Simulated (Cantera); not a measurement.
Cantera run:

```python
import numpy as np
import cantera as ct

gas_names = [...]  # 116 gases of nasa_gas.yaml made of C, H, Mg, O
cond_names = """
    C(gr) C6H6(L) C7H8(L) C8H18(L),n-octa H2O(s) H2O(L) Mg(cr) Mg(L) MgCO3(s) MgO(s) MgO(L) MgO2H2(s)
""".split()


# ... load() reads the species with a 1 bar reference pressure and builds the phases ...
atoms = {
    'Mg(OH)2': {'Mg': 1, 'O': 2, 'H': 2},
    'C': {'C': 1},
    'H2O': {'H': 2, 'O': 1},
}
top_T = {'C(gr)': 4500}  # K; cautious upper limits of use, not melting points


# ... equilibrate(T, P, feed) seeds the gas with the atoms and calls Mixture.equilibrate('TP', solver="vcs", rtol=1e-11, max_steps=5000) ...
results = []
feed = {'Mg(OH)2': 1, 'C': 0.25, 'H2O': 1.9}  # mol
T = 2175  # K
P = 18  # Pa
mix = equilibrate(T, P, feed)
results.append((T, P, feed, dict(zip(mix.species_names, mix.species_moles))))
print(gas.report(threshold=1e-05))
for i in range(1, mix.n_phases):
    print(f"{mix.phase(i).name:16s} {mix.phase_moles(i):12.5e} mol")
```

Result:

```
       temperature   2175 K
          pressure   18 Pa
           density   1.7778e-05 kg/m^3
  mean mol. weight   17.861 kg/kmol
   phase of matter   gas

                          1 kg             1 kmol
                     ---------------   ---------------
          enthalpy        1.5813e+06        2.8242e+07  J
   internal energy        5.6876e+05        1.0158e+07  J
           entropy             17865        3.1908e+05  J/K
    Gibbs function       -3.7275e+07       -6.6576e+08  J
 heat capacity c_p            2105.8             37611  J/K
 heat capacity c_v            1640.3             29297  J/K

                      mass frac. Y      mole frac. X     chem. pot. / RT
                     ---------------   ---------------   ---------------
                CO          0.040897          0.026078           -46.373
               CO2          0.050889          0.020653           -66.425
                 H         0.0061362           0.10873           -15.395
                H2          0.010079          0.089291           -30.789
               H2O           0.37076           0.36759           -50.841
                Mg             0.249           0.18298           -22.877
               MgH        1.7827e-05        1.2578e-05           -38.272
               MgO         0.0054941         0.0024347           -42.929
              MgOH         0.0033591         0.0014522           -58.324
            MgO2H2        0.00015361        4.7044e-05            -93.77
                 O          0.045954          0.051302           -20.052
                OH          0.057244          0.060118           -35.447
                O2           0.16001          0.089316           -40.104
     [ +103 minor]        1.1886e-06        6.4274e-07

C(gr)             0.00000e+00 mol
Mg(L)             0.00000e+00 mol
MgO(s)            0.00000e+00 mol
```

Method: chemical equilibrium by Gibbs-energy minimisation in Cantera with the NASA 1993 tables (ideal gas, pure condensed phases). The tables' values for MgH are old estimates; treat these amounts as uncertain.
